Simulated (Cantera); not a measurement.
A Cantera script and what it prints.

```python
import numpy as np
import cantera as ct

gas_names = """
    H HO2 H2 H2O H2O2 O OH O2 O3 Ta TaO TaO2
""".split()
cond_names = """
    H2O(s) H2O(L) Ta(cr) Ta(L) Ta2O5(s) Ta2O5(L)
""".split()


def load(file, names, dense=False):
    # The tables refer to 1 bar. Condensed volumes are neglected.
    table = {s.name: s for s in ct.Species.list_from_file(file)}
    out = []
    for n in names:
        d = dict(table[n].input_data)
        d["thermo"] = dict(d["thermo"], **{"reference-pressure": 1e5})
        if dense:
            d["equation-of-state"] = {"model": "constant-volume", "density": "1e6 g/cm^3"}
        out.append(ct.Species.from_dict(d))
    return out


gas = ct.Solution(thermo="ideal-gas", species=load("nasa_gas.yaml", gas_names))
cond = {s.name: ct.Solution(thermo="fixed-stoichiometry", species=[s], name=s.name)
        for s in load("nasa_condensed.yaml", cond_names, dense=True)}
atoms = {
    'Ta2O5': {'Ta': 2, 'O': 5},
    'H2': {'H': 2},
}
top_T = {}  # K; cautious upper limits of use, not melting points


def equilibrate(T, P, feed):
    n = {}
    for name, mol in feed.items():
        for a, k in atoms[name].items():
            n[a] = n.get(a, 0.0) + k * mol
    gas.TPX = T, P, n
    mass = sum(n.values()) * gas.mean_molecular_weight
    gas.equilibrate("TP")
    valid = [c for c in cond.values() if c.min_temp <= T <= top_T.get(c.name, c.max_temp)]
    mix = ct.Mixture([(gas, mass / gas.mean_molecular_weight)] + [(c, 0.0) for c in valid])
    mix.T, mix.P = T, P
    mix.equilibrate("TP", solver="vcs", rtol=1e-11, max_steps=5000)
    return mix


results = []
P = 130000  # Pa
for T in [1123, 1223, 1323, 1423, 1523, 1623, 1723, 1823, 1923, 2023, 2123, 2223]:
    for m in [1.5, 3.2, 4.8, 6.5, 8.2, 9.8, 12, 13, 15, 17, 18, 20, 22]:
        feed = {'Ta2O5': 1, 'H2': m}  # mol
        mix = equilibrate(T, P, feed)
        results.append((T, P, feed, dict(zip(mix.species_names, mix.species_moles))))

for T, P, feed, n in results:
    print(f"{T:7g} {feed['H2']:10.4g}  " + (" + ".join(c for c in cond_names if n.get(c, 0) > 1e-12) or "gas only"))
```

Result:

```
   1123        1.5  Ta(cr) + Ta2O5(s)
   1123        3.2  Ta(cr) + Ta2O5(s)
   1123        4.8  Ta(cr) + Ta2O5(s)
   1123        6.5  Ta(cr) + Ta2O5(s)
   1123        8.2  Ta(cr) + Ta2O5(s)
   1123        9.8  Ta(cr) + Ta2O5(s)
   1123         12  Ta(cr) + Ta2O5(s)
   1123         13  Ta(cr) + Ta2O5(s)
   1123         15  Ta(cr) + Ta2O5(s)
   1123         17  Ta(cr) + Ta2O5(s)
   1123         18  Ta(cr) + Ta2O5(s)
   1123         20  Ta(cr) + Ta2O5(s)
   1123         22  Ta(cr) + Ta2O5(s)
   1223        1.5  Ta(cr) + Ta2O5(s)
   1223        3.2  Ta(cr) + Ta2O5(s)
   1223        4.8  Ta(cr) + Ta2O5(s)
   1223        6.5  Ta(cr) + Ta2O5(s)
   1223        8.2  Ta(cr) + Ta2O5(s)
   1223        9.8  Ta(cr) + Ta2O5(s)
   1223         12  Ta(cr) + Ta2O5(s)
   1223         13  Ta(cr) + Ta2O5(s)
   1223         15  Ta(cr) + Ta2O5(s)
   1223         17  Ta(cr) + Ta2O5(s)
   1223         18  Ta(cr) + Ta2O5(s)
   1223         20  Ta(cr) + Ta2O5(s)
   1223         22  Ta(cr) + Ta2O5(s)
   1323        1.5  Ta(cr) + Ta2O5(s)
   1323        3.2  Ta(cr) + Ta2O5(s)
   1323        4.8  Ta(cr) + Ta2O5(s)
   1323        6.5  Ta(cr) + Ta2O5(s)
   1323        8.2  Ta(cr) + Ta2O5(s)
   1323        9.8  Ta(cr) + Ta2O5(s)
   1323         12  Ta(cr) + Ta2O5(s)
   1323         13  Ta(cr) + Ta2O5(s)
   1323         15  Ta(cr) + Ta2O5(s)
   1323         17  Ta(cr) + Ta2O5(s)
   1323         18  Ta(cr) + Ta2O5(s)
   1323         20  Ta(cr) + Ta2O5(s)
   1323         22  Ta(cr) + Ta2O5(s)
   1423        1.5  Ta(cr) + Ta2O5(s)
   1423        3.2  Ta(cr) + Ta2O5(s)
   1423        4.8  Ta(cr) + Ta2O5(s)
   1423        6.5  Ta(cr) + Ta2O5(s)
   1423        8.2  Ta(cr) + Ta2O5(s)
   1423        9.8  Ta(cr) + Ta2O5(s)
   1423         12  Ta(cr) + Ta2O5(s)
   1423         13  Ta(cr) + Ta2O5(s)
   1423         15  Ta(cr) + Ta2O5(s)
   1423         17  Ta(cr) + Ta2O5(s)
   1423         18  Ta(cr) + Ta2O5(s)
   1423         20  Ta(cr) + Ta2O5(s)
   1423         22  Ta(cr) + Ta2O5(s)
   1523        1.5  Ta(cr) + Ta2O5(s)
   1523        3.2  Ta(cr) + Ta2O5(s)
   1523        4.8  Ta(cr) + Ta2O5(s)
   1523        6.5  Ta(cr) + Ta2O5(s)
   1523        8.2  Ta(cr) + Ta2O5(s)
   1523        9.8  Ta(cr) + Ta2O5(s)
   1523         12  Ta(cr) + Ta2O5(s)
   1523         13  Ta(cr) + Ta2O5(s)
   1523         15  Ta(cr) + Ta2O5(s)
   1523         17  Ta(cr) + Ta2O5(s)
   1523         18  Ta(cr) + Ta2O5(s)
   1523         20  Ta(cr) + Ta2O5(s)
   1523         22  Ta(cr) + Ta2O5(s)
   1623        1.5  Ta(cr) + Ta2O5(s)
   1623        3.2  Ta(cr) + Ta2O5(s)
   1623        4.8  Ta(cr) + Ta2O5(s)
   1623        6.5  Ta(cr) + Ta2O5(s)
   1623        8.2  Ta(cr) + Ta2O5(s)
   1623        9.8  Ta(cr) + Ta2O5(s)
   1623         12  Ta(cr) + Ta2O5(s)
   1623         13  Ta(cr) + Ta2O5(s)
   1623         15  Ta(cr) + Ta2O5(s)
   1623         17  Ta(cr) + Ta2O5(s)
   1623         18  Ta(cr) + Ta2O5(s)
   1623         20  Ta(cr) + Ta2O5(s)
   1623         22  Ta(cr) + Ta2O5(s)
   1723        1.5  Ta(cr) + Ta2O5(s)
   1723        3.2  Ta(cr) + Ta2O5(s)
   1723        4.8  Ta(cr) + Ta2O5(s)
   1723        6.5  Ta(cr) + Ta2O5(s)
   1723        8.2  Ta(cr) + Ta2O5(s)
   1723        9.8  Ta(cr) + Ta2O5(s)
   1723         12  Ta(cr) + Ta2O5(s)
   1723         13  Ta(cr) + Ta2O5(s)
   1723         15  Ta(cr) + Ta2O5(s)
   1723         17  Ta(cr) + Ta2O5(s)
   1723         18  Ta(cr) + Ta2O5(s)
   1723         20  Ta(cr) + Ta2O5(s)
   1723         22  Ta(cr) + Ta2O5(s)
   1823        1.5  Ta(cr) + Ta2O5(s)
   1823        3.2  Ta(cr) + Ta2O5(s)
   1823        4.8  Ta(cr) + Ta2O5(s)
   1823        6.5  Ta(cr) + Ta2O5(s)
   1823        8.2  Ta(cr) + Ta2O5(s)
   1823        9.8  Ta(cr) + Ta2O5(s)
   1823         12  Ta(cr) + Ta2O5(s)
   1823         13  Ta(cr) + Ta2O5(s)
   1823         15  Ta(cr) + Ta2O5(s)
   1823         17  Ta(cr) + Ta2O5(s)
   1823         18  Ta(cr) + Ta2O5(s)
   1823         20  Ta(cr) + Ta2O5(s)
   1823         22  Ta(cr) + Ta2O5(s)
   1923        1.5  Ta(cr) + Ta2O5(s)
   1923        3.2  Ta(cr) + Ta2O5(s)
   1923        4.8  Ta(cr) + Ta2O5(s)
   1923        6.5  Ta(cr) + Ta2O5(s)
   1923        8.2  Ta(cr) + Ta2O5(s)
   1923        9.8  Ta(cr) + Ta2O5(s)
   1923         12  Ta(cr) + Ta2O5(s)
   1923         13  Ta(cr) + Ta2O5(s)
   1923         15  Ta(cr) + Ta2O5(s)
   1923         17  Ta(cr) + Ta2O5(s)
   1923         18  Ta(cr) + Ta2O5(s)
   1923         20  Ta(cr) + Ta2O5(s)
   1923         22  Ta(cr) + Ta2O5(s)
   2023        1.5  Ta(cr) + Ta2O5(s)
   2023        3.2  Ta(cr) + Ta2O5(s)
   2023        4.8  Ta(cr) + Ta2O5(s)
   2023        6.5  Ta(cr) + Ta2O5(s)
   2023        8.2  Ta(cr) + Ta2O5(s)
   2023        9.8  Ta(cr) + Ta2O5(s)
   2023         12  Ta(cr) + Ta2O5(s)
   2023         13  Ta(cr) + Ta2O5(s)
   2023         15  Ta(cr) + Ta2O5(s)
   2023         17  Ta(cr) + Ta2O5(s)
   2023         18  Ta(cr) + Ta2O5(s)
   2023         20  Ta(cr) + Ta2O5(s)
   2023         22  Ta(cr) + Ta2O5(s)
   2123        1.5  Ta(cr) + Ta2O5(L)
   2123        3.2  Ta(cr) + Ta2O5(L)
   2123        4.8  Ta(cr) + Ta2O5(L)
   2123        6.5  Ta(cr) + Ta2O5(L)
   2123        8.2  Ta(cr) + Ta2O5(L)
   2123        9.8  Ta(cr) + Ta2O5(L)
   2123         12  Ta(cr) + Ta2O5(L)
   2123         13  Ta(cr) + Ta2O5(L)
   2123         15  Ta(cr) + Ta2O5(L)
   2123         17  Ta(cr) + Ta2O5(L)
   2123         18  Ta(cr) + Ta2O5(L)
   2123         20  Ta(cr) + Ta2O5(L)
   2123         22  Ta(cr) + Ta2O5(L)
   2223        1.5  Ta(cr) + Ta2O5(L)
   2223        3.2  Ta(cr) + Ta2O5(L)
   2223        4.8  Ta(cr) + Ta2O5(L)
   2223        6.5  Ta(cr) + Ta2O5(L)
   2223        8.2  Ta(cr) + Ta2O5(L)
   2223        9.8  Ta(cr) + Ta2O5(L)
   2223         12  Ta(cr) + Ta2O5(L)
   2223         13  Ta(cr) + Ta2O5(L)
   2223         15  Ta(cr) + Ta2O5(L)
   2223         17  Ta(cr) + Ta2O5(L)
   2223         18  Ta(cr) + Ta2O5(L)
   2223         20  Ta(cr) + Ta2O5(L)
   2223         22  Ta(cr) + Ta2O5(L)
```

Cantera equilibrium calculation (NASA polynomials, part measured and part estimated; ideal gas, pure solids and liquids). Mutual solubility and eutectic melting of coexisting phases are not modelled. Condensed phases not in the tables: N, O or C dissolved in the metal.
